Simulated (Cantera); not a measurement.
## Thermodynamics of fluorocarbon and chlorocarbon gases, feed CHF3 + H2

A closed system holds: 1 mol CHF3, 0.82 mol H2, held at 0.0570 Torr.

Method: chemical equilibrium by Gibbs-energy minimisation in Cantera with the NASA 1993 tables (ideal gas, pure condensed phases). Candidate condensed phases: C, C6H6, C7H8, C8H18; 110 gas species. Ions and electrons are included (thermal ionisation). Rates play no part.

At 2500 K the condensed part is C(graphite). From 3000 K to 5000 K nothing is condensed. The main C-bearing gas is C3 at 2500 K and C at 5000 K.

| T (K) | x HF | x F | x H | x C | x C3 | n C(graphite) |
|---|---|---|---|---|---|---|
| 2500 | 0.735 | 0.177 | 0.0720 | 0.00219 | 0.00654 | 0.904 |
| 3000 | 0.0768 | 0.423 | 0.369 | 0.100 | 0.0140 | 0 |
| 3500 | 0.00289 | 0.450 | 0.396 | 0.149 | 2.15e-5 | 0 |
| 4000 | 0.000222 | 0.452 | 0.397 | 0.150 | 6.87e-8 | 0 |
| 4500 | 2.98e-5 | 0.452 | 0.397 | 0.150 | 7.65e-10 | 0 |
| 5000 | 5.92e-6 | 0.451 | 0.397 | 0.148 | 2.01e-11 | 0 |
x: gas mole fraction; n: condensed amount in mol.
